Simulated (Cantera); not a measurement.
A closed system holds: 1 mol PbO, 2.9 mol H2.

Method: chemical equilibrium by Gibbs-energy minimisation in Cantera with the NASA 1993 tables (ideal gas, pure condensed phases). Candidate condensed phases: H2O, Pb, PbO, PbO2, Pb3O4; 12 gas species. The numbers say what is thermodynamically allowed, not how fast it happens.

Question: What condenses at these points (T in K, P in Pa): (1198, 150000); (1123, 150000); (1348, 22000); (1273, 460); (1198, 22000)?

Answer: 
```json
[
 {"T (K)": "1198", "P in Pa": "150000", "condensed phases": "Pb", "Pb condensed (%)": "99.9"},
 {"T (K)": "1123", "P in Pa": "150000", "condensed phases": "Pb", "Pb condensed (%)": "100.0"},
 {"T (K)": "1348", "P in Pa": "22000", "condensed phases": "Pb", "Pb condensed (%)": "93.6"},
 {"T (K)": "1273", "P in Pa": "460", "condensed phases": "gas only", "Pb condensed (%)": "0.0"},
 {"T (K)": "1198", "P in Pa": "22000", "condensed phases": "Pb", "Pb condensed (%)": "99.2"}
]
```
